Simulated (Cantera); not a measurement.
## Catalytic combustion on Pt

An isothermal plug-flow reactor at 1175 K and 500000 Pa (inlet), inlet velocity 3.9 m/s, active area per volume 130 1/m; feed CH₄ : O₂ : N₂ : H₂O = 0.0028 : 0.19 : 0.79 : 0.09 (molar parts).

Computed with Cantera and Deutschmann's 1995 Pt surface mechanism with GRI-Mech 3.0 gas chemistry. Catalytic surfaces can have several steady states; this one follows from the mechanism file's or the stated starting coverage. Mass transfer to the wall is taken as infinitely fast.

| z (m) | x CH₄ | x O₂ | x H₂O | x CO₂ | x CO | θ free Pt | θ O* | θ OH* |
|---|---|---|---|---|---|---|---|---|
| 0.0001 | 0.00261 | 0.177 | 0.0839 | 9.42e-7 | 1.49e-7 | 0.247 | 0.746 | 0.00739 |
| 0.0002 | 0.00261 | 0.177 | 0.0839 | 1.89e-6 | 2.87e-7 | 0.247 | 0.746 | 0.00739 |
| 0.00039 | 0.00260 | 0.177 | 0.0839 | 3.73e-6 | 5.27e-7 | 0.247 | 0.746 | 0.00739 |
| 0.00075 | 0.00260 | 0.177 | 0.0839 | 7.28e-6 | 9.14e-7 | 0.247 | 0.746 | 0.00739 |
| 0.0015 | 0.00258 | 0.177 | 0.0839 | 1.49e-5 | 1.55e-6 | 0.247 | 0.746 | 0.00740 |
| 0.0028 | 0.00256 | 0.177 | 0.0840 | 2.89e-5 | 2.51e-6 | 0.247 | 0.746 | 0.00740 |
| 0.0054 | 0.00248 | 0.177 | 0.0841 | 5.98e-5 | 5.67e-6 | 0.247 | 0.746 | 0.00740 |
| 0.01 | 0.00226 | 0.177 | 0.0844 | 0.000147 | 2.88e-5 | 0.247 | 0.745 | 0.00742 |
x: gas mole fraction; θ: surface coverage.
